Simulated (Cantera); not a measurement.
# Thermodynamics of silicon oxide and oxynitride deposition, feed HMDSO + O₃ + H₂

Input: 1 mol HMDSO, 1.9 mol O₃, 48 mol H₂, at 0.0920 bar.

Cantera equilibrium calculation (NASA polynomials, part measured and part estimated; ideal gas, pure solids and liquids). Candidate condensed phases: C, C₆H₆, C₇H₈, C₈H₁₈, H₂O, Si, SiC, SiO₂; 123 gas species. The feed counts by its element totals alone. Mutual solubility and eutectic melting of coexisting phases are not modelled. The tables hold silica as quartz up to 1696 K and as liquid above; real silica turns to tridymite and cristobalite and melts near 1996 K. Equilibrium is a limit: real reactors are often held back by kinetics, nucleation or transport.

At 773 K the condensed part is SiO₂(α-quartz). From 873 K to 1373 K the condensed part is C(graphite) + SiO₂(β-quartz). From 1473 K to 1573 K the condensed part is SiC(s) + SiO₂(β-quartz).

```json
[
 {"T (K)": "773", "log p H₂": "-1.11", "log p CH₄": "-2.01", "log p CO": "-3.13", "log p H₂O": "-2.44", "log p SiO": "<-13", "log p CO₂": "-3.74", "log p H": "-12.60", "log p C₂H₂ (acetylene)": "<-13", "n SiO₂(α-quartz)": "2.00", "n C(graphite)": "0", "n SiO₂(β-quartz)": "0", "n SiC(s)": "0"},
 {"T (K)": "873", "log p H₂": "-1.07", "log p CH₄": "-2.49", "log p CO": "-2.52", "log p H₂O": "-2.96", "log p SiO": "<-13", "log p CO₂": "-3.98", "log p H": "-10.87", "log p C₂H₂ (acetylene)": "-11.73", "n SiO₂(α-quartz)": "0", "n C(graphite)": "2.06", "n SiO₂(β-quartz)": "2.00", "n SiC(s)": "0"},
 {"T (K)": "973", "log p H₂": "-1.06", "log p CH₄": "-3.01", "log p CO": "-2.40", "log p H₂O": "-3.67", "log p SiO": "<-13", "log p CO₂": "-4.80", "log p H": "-9.50", "log p C₂H₂ (acetylene)": "-10.33", "n SiO₂(α-quartz)": "0", "n C(graphite)": "2.83", "n SiO₂(β-quartz)": "2.00", "n SiC(s)": "0"},
 {"T (K)": "1073", "log p H₂": "-1.06", "log p CH₄": "-3.45", "log p CO": "-2.38", "log p H₂O": "-4.33", "log p SiO": "<-13", "log p CO₂": "-5.62", "log p H": "-8.38", "log p C₂H₂ (acetylene)": "-9.20", "n SiO₂(α-quartz)": "0", "n C(graphite)": "3.10", "n SiO₂(β-quartz)": "2.00", "n SiC(s)": "0"},
 {"T (K)": "1173", "log p H₂": "-1.06", "log p CH₄": "-3.83", "log p CO": "-2.38", "log p H₂O": "-4.89", "log p SiO": "-10.22", "log p CO₂": "-6.32", "log p H": "-7.46", "log p C₂H₂ (acetylene)": "-8.27", "n SiO₂(α-quartz)": "0", "n C(graphite)": "3.21", "n SiO₂(β-quartz)": "2.00", "n SiC(s)": "0"},
 {"T (K)": "1273", "log p H₂": "-1.06", "log p CH₄": "-4.14", "log p CO": "-2.38", "log p H₂O": "-5.36", "log p SiO": "-7.84", "log p CO₂": "-6.91", "log p H": "-6.68", "log p C₂H₂ (acetylene)": "-7.49", "n SiO₂(α-quartz)": "0", "n C(graphite)": "3.26", "n SiO₂(β-quartz)": "2.00", "n SiC(s)": "0"},
 {"T (K)": "1373", "log p H₂": "-1.06", "log p CH₄": "-4.41", "log p CO": "-2.38", "log p H₂O": "-5.77", "log p SiO": "-5.80", "log p CO₂": "-7.40", "log p H": "-6.01", "log p C₂H₂ (acetylene)": "-6.82", "n SiO₂(α-quartz)": "0", "n C(graphite)": "3.27", "n SiO₂(β-quartz)": "2.00", "n SiC(s)": "0"},
 {"T (K)": "1473", "log p H₂": "-1.07", "log p CH₄": "-4.88", "log p CO": "-2.14", "log p H₂O": "-5.69", "log p SiO": "-4.50", "log p CO₂": "-7.15", "log p H": "-5.43", "log p C₂H₂ (acetylene)": "-6.66", "n SiO₂(α-quartz)": "0", "n C(graphite)": "0", "n SiO₂(β-quartz)": "0.888", "n SiC(s)": "1.09"},
 {"T (K)": "1573", "log p H₂": "-1.07", "log p CH₄": "-5.53", "log p CO": "-2.13", "log p H₂O": "-5.54", "log p SiO": "-3.42", "log p CO₂": "-7.06", "log p H": "-4.93", "log p C₂H₂ (acetylene)": "-7.05", "n SiO₂(α-quartz)": "0", "n C(graphite)": "0", "n SiO₂(β-quartz)": "0.730", "n SiC(s)": "1.01"}
]
```
log p: log10 of the partial pressure in bar; n: condensed amount in mol.
